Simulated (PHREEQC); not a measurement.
Buffer

Consider water at 60 °C with 5.2 mmol/kgw NaH2PO4 and 0.046 mmol/kgw Na2CO3. Closed to the air; pH follows from the charge balance.

Model: ion-association model, phreeqc.dat, run in PHREEQC.

No solid was allowed to form.

### Question
Estimate the pH, ionic strength.

### Answer
pH 5.30; ionic strength 0.00539 mol/kgw.

### Question
In which forms is C present?

### Answer
CO2 90 %, HCO3- 10 % of the C.

Species that the database lacks are ignored. At this temperature some constants are extrapolated from 25 °C, and those without enthalpy data are left unchanged.
